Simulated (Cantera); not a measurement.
An isothermal, constant-pressure homogeneous reactor starts with H2 : O2 = 0.073 : 0.28 (molar parts), equivalence ratio 0.13, at 1423 K and 0.00270 bar.

Detailed kinetics in Cantera: the H2/O2 subset of GRI-Mech 3.0, which has no nitrogen chemistry. Radical loss at walls, strong at low pressure, is not modelled. The temperature is held fixed by assumption; the heat of reaction is taken as removed at once.

x: mole fraction; the columns are a selection and need not sum to one.

```json
[
 {"t (s)": "5.00e-5", "x H2": "0.207", "x O2": "0.793", "x OH": "8.96e-9", "x O": "9.56e-9", "x HO2": "[?]", "x H": "4.64e-8"},
 {"t (s)": "0.000123", "x H2": "0.207", "x O2": "0.793", "x OH": "4.27e-8", "x O": "4.86e-8", "x HO2": "[?]", "x H": "1.16e-7"},
 {"t (s)": "0.000303", "x H2": "0.207", "x O2": "0.793", "x OH": "2.38e-7", "x O": "2.88e-7", "x HO2": "[?]", "x H": "4.56e-7"},
 {"t (s)": "0.000745", "x H2": "0.207", "x O2": "0.793", "x OH": "4.01e-6", "x O": "4.94e-6", "x HO2": "[?]", "x H": "6.96e-6"},
 {"t (s)": "0.00183", "x H2": "0.197", "x O2": "0.787", "x OH": "0.00233", "x O": "0.00294", "x HO2": "[?]", "x H": "0.00405"},
 {"t (s)": "0.00451", "x H2": "0.0109", "x O2": "0.658", "x OH": "0.0191", "x O": "0.0950", "x HO2": "1.05e-6", "x H": "0.0603"},
 {"t (s)": "0.0111", "x H2": "0.0107", "x O2": "0.659", "x OH": "0.0189", "x O": "0.0943", "x HO2": "1.05e-6", "x H": "0.0593"},
 {"t (s)": "0.0273", "x H2": "0.0105", "x O2": "0.662", "x OH": "0.0188", "x O": "0.0918", "x HO2": "1.06e-6", "x H": "0.0570"},
 {"t (s)": "0.0671", "x H2": "0.0100", "x O2": "0.670", "x OH": "0.0185", "x O": "0.0857", "x HO2": "1.08e-6", "x H": "0.0517"},
 {"t (s)": "0.165", "x H2": "0.00881", "x O2": "0.685", "x OH": "0.0175", "x O": "0.0723", "x HO2": "1.11e-6", "x H": "0.0404"},
 {"t (s)": "0.406", "x H2": "0.00616", "x O2": "0.714", "x OH": "0.0149", "x O": "0.0473", "x HO2": "1.12e-6", "x H": "0.0217"},
 {"t (s)": "1.00", "x H2": "0.00252", "x O2": "0.747", "x OH": "0.00978", "x O": "0.0183", "x HO2": "[?]", "x H": "0.00524"}
]
```

### Question
Some entries are withheld; supply them.

### Answer

- 5.00e-5, x HO2: 5.31e-8
- 0.000123, x HO2: 1.31e-7
- 0.000303, x HO2: 3.21e-7
- 0.000745, x HO2: 7.84e-7
- 0.00183, x HO2: 7.21e-7
- 1.00, x HO2: 9.30e-7
